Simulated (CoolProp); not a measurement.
R13 along the isotherm 159.7 K: Z from the reference equation and from simpler models built on Tc = 303.0 K, pc = 39.73 bar, ω = 0.175; each cubic takes its own stable root.

Model: reference Helmholtz-energy equation of state, Platzer 1990, in CoolProp. This equation is an older, rougher fit; its heat capacities, sound speeds and derivatives of the liquid may be far off and weren't checked against measurements.

| p (bar) | phase | reference |
|---|---|---|
| 0.188 | liquid | 0.0009032 |
| 0.284 | liquid | 0.001364 |
| 0.429 | liquid | 0.002061 |
| 0.647 | liquid | 0.003108 |
| 0.976 | liquid | 0.004688 |
| 1.47 | liquid | 0.007061 |
| 2.22 | liquid | 0.01066 |
| 3.35 | liquid | 0.01609 |
| 5.06 | liquid | 0.02429 |
| 7.63 | liquid | 0.03662 |
| 11.5 | liquid | 0.05517 |
| 17.4 | liquid | 0.08340 |
| 26.2 | liquid | 0.1254 |
| 39.5 | liquid | 0.1888 |
| 59.6 | liquid | 0.2842 |

**Question.** How far does each simpler model (van der Waals, Redlich-Kwong) lie from the reference over these 15 states: mean and median of the absolute difference, and the worst?

**Answer.** 
- van der Waals: mean 19732.4 %, median 53.9 %, worst +109942.1 % at 159.7 K and 0.188 bar
- Redlich-Kwong: mean 3.8 %, median 3.9 %, worst +3.9 % at 159.7 K and 0.188 bar

At some of these states van der Waals gives the other phase, because its saturation line lies elsewhere.
